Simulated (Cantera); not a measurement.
## Thermodynamics of carbothermic reduction, feed TiO2 + CO + CO2

Input: 1 mol TiO2, 3.5 mol CO, 0.13 mol CO2, equilibrated at 32.0 mbar.

These are equilibrium values from Cantera (NASA tables, ideal gas, pure condensed phases), not measurements of a reactor. Candidate condensed phases: C, Ti, TiC, TiO, TiO2, Ti2O3, Ti3O5, Ti4O7; 15 gas species. Mutual solubility and eutectic melting of coexisting phases are not modelled. Condensed phases not in the tables: Magnéli phases beyond Ti4O7. Kinetics and transport are ignored.

```tsv
T (K)	x CO	x CO2	x TiO2	x O	x O2	x TiO	x Ti	n TiO2(rutile)	n Ti4O7(l)
1125	0.964	0.0358	<1e-12	<1e-12	<1e-12	<1e-12	<1e-12	1.00	0
1275	0.964	0.0358	<1e-12	<1e-12	<1e-12	<1e-12	<1e-12	1.00	0
1425	0.964	0.0358	2.30e-12	2.41e-12	<1e-12	<1e-12	<1e-12	1.00	0
1575	0.964	0.0358	3.29e-10	1.77e-10	8.78e-12	7.08e-12	<1e-12	1.00	0
1725	0.964	0.0358	1.95e-8	6.16e-9	3.61e-10	7.12e-10	<1e-12	1.00	0
1875	0.964	0.0358	5.89e-7	1.21e-7	8.10e-9	3.37e-8	2.33e-12	1.000	0
2025	0.902	0.0979	1.06e-5	4.46e-6	9.72e-7	3.06e-7	1.44e-11	0.0983	0.225
2175	0.895	0.105	8.93e-5	4.26e-5	1.09e-5	3.35e-6	2.67e-10	0	0.250
2325	0.895	0.104	0.000550	0.000283	7.79e-5	2.79e-5	3.79e-9	0	0.249
2475	0.894	0.101	0.00266	0.00146	0.000418	0.000180	4.00e-8	0	0.247
```
x: gas mole fraction; n: condensed amount in mol.

From 1125 K to 1875 K the condensed part is TiO2(rutile). At 2025 K the condensed part is TiO2(rutile) + Ti4O7(l). From 2175 K to 2475 K the condensed part is Ti4O7(l).
